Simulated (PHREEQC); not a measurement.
0.028 g of hydrous ferric oxide (600 m²/g; 0.2 weak and 0.005 strong sites per Fe, Dzombak-Morel constants, diffuse double layer) in 1 kg of water with 0.005 mol/kgw of an inert sodium salt and 3.6e-06 mol/kgw SrCl2, at 25 °C; the pH is set by adding NaOH or the inert anion's acid. O2 is buffered at 0.21 atm. CO2 from the air is kept out. Nothing may precipitate in this run.

All values are PHREEQC results (ion-association model, wateq4f.dat), not measurements.

```tsv
pH	Sr sorbed (%)	surface charge σ (C/m²)	surface potential ψ (mV)
3	0.0	0.302	215
3.5	0.0	0.242	207
4	0.0	0.182	___
4.5	0.0	0.131	177
5	0.0	0.090	158
5.5	0.0	0.060	137
6	0.0	0.038	114
6.5	0.0	___	___
7	0.1	0.013	___
7.5	0.6	0.006	___
8	4.7	0.001	7
8.5	19.7	-0.003	-20
9	38.9	-0.008	-45
```

Q: What belongs in the gaps?

A: 
- 4, surface potential ψ (mV): 194
- 6.5, surface charge σ (C/m²): 0.023
- 6.5, surface potential ψ (mV): 89
- 7, surface potential ψ (mV): 62
- 7.5, surface potential ψ (mV): 34

Complexes and solids missing from the database can't appear. The oxide is taken as insoluble; below pH 4 it would dissolve.
